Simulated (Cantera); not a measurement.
What does this Cantera script print?

```python
import numpy as np
import cantera as ct

gas = ct.Solution("h2o2.yaml")
gas.TPX = 675, 1000000, {'H2': 1, 'O2': 1.02, 'N2': 3.84, 'H2O': 0.21}
inlet = ct.Reservoir(gas, clone=True)
gas.equilibrate("HP")  # start burning
reactor = ct.IdealGasConstPressureReactor(gas, energy="on", clone=False)
exhaust = ct.Reservoir(gas, clone=True)
tau = [0.16, 0.072, 0.032, 0.014, 0.0064, 0.0028, 0.0013, 0.00056, 0.00025, 0.00011, 4.9e-05, 2.2e-05][0]
for a, b in ((inlet, reactor), (reactor, exhaust)):
    ct.MassFlowController(a, b, mdot=lambda t: reactor.mass / tau)
net = ct.ReactorNet([reactor])
show = ['H2', 'O2', 'H2O', 'O', 'H2O2', 'OH', 'HO2']

rows = []
print(f"{'tau/s':>10s}{'T/K':>9s}" + "".join(f"{s:>11s}" for s in show))
for tau in [0.16, 0.072, 0.032, 0.014, 0.0064, 0.0028, 0.0013, 0.00056, 0.00025, 0.00011, 4.9e-05, 2.2e-05]:
    net.initial_time = 0.0
    net.advance(30 * tau)
    before = gas.X
    net.advance(40 * tau)
    drift = np.max(np.abs(gas.X - before) / (gas.X + 1e-9))
    rows.append([gas.T, *gas[show].X, drift])
    print(f"{tau:10.3e}{gas.T:9.1f}" + "".join(f"{x:11.3e}" for x in gas[show].X))
```

It prints:

```
     tau/s      T/K         H2         O2        H2O          O       H2O2         OH        HO2
 1.600e-01   1885.9  3.191e-05  9.314e-02  2.168e-01  2.708e-05  2.690e-07  7.862e-04  2.581e-06
 7.200e-02   1885.7  3.859e-05  9.314e-02  2.167e-01  2.872e-05  2.790e-07  8.079e-04  2.704e-06
 3.200e-02   1885.4  5.273e-05  9.313e-02  2.167e-01  3.229e-05  3.003e-07  8.528e-04  2.977e-06
 1.400e-02   1884.8  8.152e-05  9.311e-02  2.166e-01  3.982e-05  3.437e-07  9.400e-04  3.572e-06
 6.400e-03   1883.8  1.321e-04  9.309e-02  2.165e-01  5.362e-05  4.184e-07  1.080e-03  4.703e-06
 2.800e-03   1882.0  2.269e-04  9.306e-02  2.162e-01  8.036e-05  5.487e-07  1.303e-03  6.992e-06
 1.300e-03   1879.5  3.781e-04  9.302e-02  2.159e-01  1.238e-04  7.318e-07  1.592e-03  1.084e-05
 5.600e-04   1875.1  6.633e-04  9.299e-02  2.153e-01  2.064e-04  1.020e-06  2.010e-03  1.828e-05
 2.500e-04   1868.6  1.135e-03  9.299e-02  2.145e-01  3.427e-04  1.400e-06  2.522e-03  3.062e-05
 1.100e-04   1858.1  1.958e-03  9.306e-02  2.131e-01  5.766e-04  1.916e-06  3.162e-03  5.169e-05
 4.900e-05   1841.4  3.347e-03  9.330e-02  2.109e-01  9.540e-04  2.581e-06  3.898e-03  8.548e-05
 2.200e-05   1814.7  5.703e-03  9.389e-02  2.075e-01  1.529e-03  3.446e-06  4.673e-03  1.377e-04
```

Model: the H2/O2 subset of GRI-Mech 3.0, which has no nitrogen chemistry, integrated in Cantera. The hydrogen kinetics of GRI-Mech 3.0 are dated; newer H2 mechanisms differ, most at raised pressure.
